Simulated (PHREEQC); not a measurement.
30 mol of Mirabilite (Na2SO4:10H2O) is brought to equilibrium with 1 kg of water, with rising amounts of KHSO4, at 25 °C. CO2 from the air is kept out. Solids allowed: Mirabilite, Arcanite, Glaserite, Misenite, Thenardite. Others were left out.

All values are PHREEQC results (Pitzer model, pitzer.dat), not measurements.

Question: Predict pH, dissolved Na (mol/kgw) at KHSO4 added (mol) = 0.125, 0.375, 0.625, 1.12, 1.25.

Answer: 
```csv
KHSO4 added (mol),pH,dissolved Na (mol/kgw)
0.125,2.12,4.02
0.375,1.64,4.24
0.625,1.43,4.45
1.12,1.19,4.86
1.25,1.15,4.97
```

In brines, pH and single-ion activities rest on the MacInnes convention.
